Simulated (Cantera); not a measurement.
Cantera with NASA thermochemical tables; ideal gases at 1 bar, condensed phases pure. Values are per mole of reaction as written; species without (g) are pure solids or liquids, kept so even where they would boil at 1 bar.

Q: Between 925 and 1825 K, where is each reaction favourable under standard conditions?
- 3 Pb + O3(g) ⇌ 3 PbO(g)
- Pb + SO3(g) ⇌ PbS(g) + O3(g)
- 3 SO2(g) + Pb ⇌ 2 SO3(g) + PbS(g)

A: 
- 3 Pb + O3(g) ⇌ 3 PbO(g): ΔG° is -177 kJ at 925 K and -373 kJ at 1825 K; it stays negative (K > 1). ΔH° is 7 kJ and ΔS° 208 J/K at 1825 K.
- Pb + SO3(g) ⇌ PbS(g) + O3(g): ΔG° is 519 kJ at 925 K and 386 kJ at 1825 K; it stays positive (K < 1). ΔH° is 649 kJ and ΔS° 144 J/K at 1825 K.
- 3 SO2(g) + Pb ⇌ 2 SO3(g) + PbS(g): ΔG° is 277 kJ at 925 K and 332 kJ at 1825 K; it stays positive (K < 1). ΔH° is 220 kJ and ΔS° -61 J/K at 1825 K.
